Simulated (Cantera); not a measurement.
An isothermal, constant-pressure homogeneous reactor starts with CH4 : H2O : H2 = 1 : 0.7 : 0.17 (molar parts), at 2150 K and 5.00 bar.

Computed with Cantera and GRI-Mech 3.0 (53 species, 325 reactions). GRI-Mech 3.0 stops at C3 and has no aromatics, soot or wall deposition, so with more carbon than oxygen in the feed, carbon stays in small species such as C2H2 where larger ones or solid carbon would form.

One state of this run: x CH4 = 0.00435; x H2O = 9.47e-6; x H2 = 0.757; x O = 4.11e-12; x CH2CO = 8.00e-7. x: mole fraction; the columns are a selection and need not sum to one.

Q: Which value of t (s) does it belong to?
(A) 0.0368
(B) 0.000150
(C) 0.00408
(D) 0.332

A: D, 0.332
